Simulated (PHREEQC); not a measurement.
Dissolve 0.075 mol/kgw FeSO4, 1.8e-05 mol/kgw CaCl2 and 6.4e-05 mol/kgw NaF at 25 °C and 100 atm. It is in equilibrium with CO2 at log p = -3.4 (atm). Otherwise closed; pH follows from the charge balance.

Equilibrium calculation in PHREEQC: ion-association model, phreeqc.dat.

Task: The ionic strength comes out as 0.175 mol/kgw. What activity coefficients do Cl-, Ca+2, NaSO4-, FeHCO3+, FeOH+ get?

Result: Cl- 0.73, Ca+2 0.33, NaSO4- 0.76, FeHCO3+ 0.75, FeOH+ 0.75.

Precipitation was switched off in this run. Under pressure, the constants of complexes without a molar volume in the database are unreliable. Fluoro complexes past AlF4- and FeF3 are missing from the database.
